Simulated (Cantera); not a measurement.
Charge: 1 mol HCl, 0.64 mol H2O, 0.67 mol O2, equilibrated at 2373.15 K and 101000 Pa.

These are equilibrium values from Cantera (NASA tables, ideal gas, pure condensed phases), not measurements of a reactor. Candidate condensed phases: H2O; 14 gas species. Rates play no part.

Base state: HCl 0.340, H2O 0.300, O2 0.257, Cl 0.0789, OH 0.0173, O 0.00377, H2 0.00183, Cl2 0.00104 (mole fractions); condensed: gas only.

**Question.** What changes in the equilibrium state with this change: O2 from 0.67 to 2.1 mol?

**Answer.** 
```json
[
 {"species": "O2", "before": "0.257", "after": "0.524"},
 {"species": "HCl", "before": "0.340", "after": "0.192"},
 {"species": "H2O", "before": "0.300", "after": "0.192"},
 {"species": "Cl", "before": "0.0789", "after": "0.0666"},
 {"species": "OH", "before": "0.0173", "after": "0.0165"},
 {"species": "H2", "before": "0.00183", "after": "0.000820"},
 {"species": "H", "before": "0.000594", "after": "0.000398"}
]
```

**Question.** What changes in the equilibrium state with this change: pressure from 101000 Pa to 320000 Pa?

**Answer.** 
```tsv
species	before	after
HCl	0.340	0.357
H2O	0.300	0.298
O2	0.257	0.263
Cl	0.0789	0.0627
OH	0.0173	0.0130
H	0.000594	0.000248
Cl2	0.00104	0.00207
HOCl	8.81e-5	0.000167
```

**Question.** What changes in the equilibrium state with this change: O2 from 0.67 to 0.049 mol?

**Answer.** 
```
species    before     after
-------  --------  --------
HCl         0.340     0.524
H2O         0.300     0.383
Cl         0.0789    0.0541
O2          0.257    0.0165
OH         0.0173   0.00985
HO2       2.05e-5   2.96e-6
ClO      0.000478   8.32e-5
H2        0.00183   0.00923
O         0.00377  0.000958
```
